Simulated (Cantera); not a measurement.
An adiabatic, constant-volume homogeneous reactor starts with CH₄ : O₂ : N₂ = 1 : 2.53 : 13.4 (molar parts), equivalence ratio 0.79, at 1650 K and 578 Torr.

Detailed kinetics in Cantera: GRI-Mech 3.0 (53 species, 325 reactions).

Q: Predict: time of steepest temperature rise; temperature at 0.300 s; equilibrium temperature; x(O₂) at 0.300 s; x(HO₂) at 0.300 s; x(CO) at 0.300 s; x(CO₂) at 0.300 s.

A: 
```
Quantity                                                             Value
---------------------------------  ---------------------------------------
time of steepest temperature rise                                 0.456 ms
temperature at 0.300 s                                              2720 K
equilibrium temperature                                             2720 K
x(O₂) at 0.300 s                     0.0321 (gas-phase equilibrium 0.0321)
x(HO₂) at 0.300 s                  6.23e-6 (gas-phase equilibrium 6.23e-6)
x(CO) at 0.300 s                     0.0199 (gas-phase equilibrium 0.0199)
x(CO₂) at 0.300 s                    0.0377 (gas-phase equilibrium 0.0377)
```
